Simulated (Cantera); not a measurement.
Cantera run:

```python
import numpy as np
import cantera as ct

gas_names = [...]  # 95 gases of nasa_gas.yaml made of C, F, H
cond_names = """
    C(gr) C6H6(L) C7H8(L) C8H18(L),n-octa
""".split()


# ... load() reads the species with a 1 bar reference pressure and builds the phases ...
atoms = {
    'CH2F2': {'C': 1, 'H': 2, 'F': 2},
}
top_T = {'C(gr)': 4500}  # K; cautious upper limits of use, not melting points


# ... equilibrate(T, P, feed) seeds the gas with the atoms and calls Mixture.equilibrate('TP', solver="vcs", rtol=1e-11, max_steps=5000) ...
results = []
feed = {'CH2F2': 1}  # mol
P = 24  # Pa
for T in [725, 925, 1125, 1325, 1525, 1725, 1925, 2125, 2325, 2525, 2725]:
    mix = equilibrate(T, P, feed)
    results.append((T, P, feed, dict(zip(mix.species_names, mix.species_moles))))

top = {s: max(r[3][s] / sum(r[3][g] for g in gas_names) for r in results) for s in gas_names}
cols = sorted((s for s in top if top[s] > 1e-06), key=lambda s: -top[s])[:8]
seen = [c for c in cond_names if any(r[3].get(c, 0) > 1e-12 for r in results)]
print("log10 of partial pressures in bar; condensed amounts in mol")
print(f"{'T/K':>10s}" + "".join(f"{s[:9]:>10s}" for s in cols + seen))
for T, P, feed, n in results:
    ng = sum(n[g] for g in gas_names)
    print(f"{T:10.4g}" + "".join(f"{np.log10(max(n[s] / ng * P / 1e5, 1e-99)):10.3f}" for s in cols)
          + "".join(f"{n.get(c, 0):10.4g}" for c in seen))
```

Result:

```
log10 of partial pressures in bar; condensed amounts in mol
       T/K        HF         H         F        C3         C        CF        C2        H2     C(gr)
       725    -3.620   -18.823   -20.432   -48.889   -43.540   -30.616   -49.859   -11.586         1
       925    -3.620   -14.958   -15.310   -35.809   -32.332   -22.792   -36.854   -10.747         1
      1125    -3.620   -12.449   -12.001   -27.405   -25.110   -17.757   -28.483   -10.194         1
      1325    -3.620   -10.639    -9.735   -21.559   -20.070   -14.296   -22.651    -9.705         1
      1525    -3.620    -8.996    -8.360   -17.265   -16.354   -12.047   -18.358    -8.740         1
      1725    -3.620    -7.682    -7.349   -13.981   -13.503   -10.371   -15.068    -7.901         1
      1925    -3.621    -6.671    -6.512   -11.392   -11.246    -9.013   -12.469    -7.304         1
      2125    -3.625    -5.878    -5.805    -9.301    -9.416    -7.887   -10.365    -6.877    0.9998
      2325    -3.643    -5.241    -5.211    -7.578    -7.903    -6.950    -8.628    -6.565     0.998
      2525    -3.698    -4.730    -4.725    -6.136    -6.631    -6.178    -7.170    -6.354    0.9698
      2725    -3.873    -4.357    -4.372    -4.913    -5.547    -5.584    -5.930    -6.304     0.494
```

Cantera equilibrium calculation (NASA polynomials, part measured and part estimated; ideal gas, pure solids and liquids).
